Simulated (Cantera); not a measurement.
## Thermodynamics of carbothermic reduction, feed Fe2O3 + CH4 + H2

A closed system holds: 1 mol Fe2O3, 4.7 mol CH4, 0.15 mol H2, equilibrated at 1950 Torr.

Method: chemical equilibrium by Gibbs-energy minimisation in Cantera with the NASA 1993 tables (ideal gas, pure condensed phases). Candidate condensed phases: C, C6H6, C7H8, C8H18, Fe, Fe(CO)5, FeO, Fe(OH)2, Fe(OH)3, Fe2O3, Fe3O4, H2O; 114 gas species. Iron dissolves carbon and melts from about 1420 K in contact with it, which pure phases cannot show. Condensed phases not in the tables: cementite and carbon dissolved in iron. Equilibrium is a limit: real reactors are often held back by kinetics, nucleation or transport.

```tsv
T (°C)	x H2	x CO	x CH4	x H2O	x CO2	x H	x C2H2 (acetylene)	x C2H4	n C(graphite)	n Fe(γ)	n Fe(δ)
1177	0.755	0.239	0.00489	0.00117	0.000156	5.10e-6	3.68e-6	3.45e-6	1.66	2.00	0
1202	0.755	0.239	0.00431	0.000969	0.000124	6.99e-6	5.04e-6	3.64e-6	1.66	2.00	0
1227	0.756	0.239	0.00382	0.000807	9.87e-5	9.49e-6	6.82e-6	3.82e-6	1.66	2.00	0
1252	0.757	0.239	0.00340	0.000677	7.95e-5	1.28e-5	9.15e-6	4.01e-6	1.67	2.00	0
1277	0.757	0.239	0.00303	0.000571	6.45e-5	1.70e-5	1.21e-5	4.20e-6	1.67	2.00	0
1302	0.757	0.239	0.00271	0.000484	5.26e-5	2.24e-5	1.60e-5	4.39e-6	1.67	2.00	0
1327	0.758	0.239	0.00244	0.000412	4.33e-5	2.94e-5	2.08e-5	4.58e-6	1.67	2.00	0
1352	0.758	0.239	0.00220	0.000353	3.58e-5	3.81e-5	2.70e-5	4.77e-6	1.68	2.00	0
1377	0.758	0.239	0.00199	0.000304	2.98e-5	4.91e-5	3.46e-5	4.96e-6	1.68	2.00	0
1402	0.759	0.239	0.00180	0.000262	2.50e-5	6.27e-5	4.41e-5	5.16e-6	1.68	0	2.00
1427	0.759	0.239	0.00164	0.000228	2.10e-5	7.96e-5	5.57e-5	5.36e-6	1.68	0	2.00
1452	0.759	0.239	0.00150	0.000198	1.78e-5	0.000100	6.99e-5	5.55e-6	1.68	0	2.00
1477	0.759	0.239	0.00137	0.000174	1.51e-5	0.000126	8.72e-5	5.75e-6	1.68	0	2.00
```
x: gas mole fraction; n: condensed amount in mol.

From 1177 °C to 1377 °C the condensed part is C(graphite) + Fe(γ). From 1402 °C to 1477 °C the condensed part is C(graphite) + Fe(δ). The main Fe-bearing gas is Fe throughout.
